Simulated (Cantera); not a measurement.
Input: 1 mol Si, 1.7 mol CO, 3.9 mol H2, equilibrated at 502 °C and 10.0 bar.

Method: chemical equilibrium by Gibbs-energy minimisation in Cantera with the NASA 1993 tables (ideal gas, pure condensed phases). Candidate condensed phases: C, C6H6, C7H8, C8H18, H2O, Si, SiC, SiO2; 123 gas species. Kinetics and transport are ignored.

Base state: CH4 0.660, H2 0.340, C2H6 1.81e-5 (mole fractions); condensed: SiC(s) + SiO2(α-quartz).

Problem. What changes in the equilibrium state with this change: pressure from 10.0 bar to 0.0133 bar?

Solution. 
```tsv
species	before	after
H2	0.340	0.974
CH4	0.660	0.0259
C2H6	1.81e-5	9.72e-9
SiC(s), mol	0.150	0.150
SiO2(α-quartz), mol	0.850	0.850
C(graphite), mol	0	1.45
```
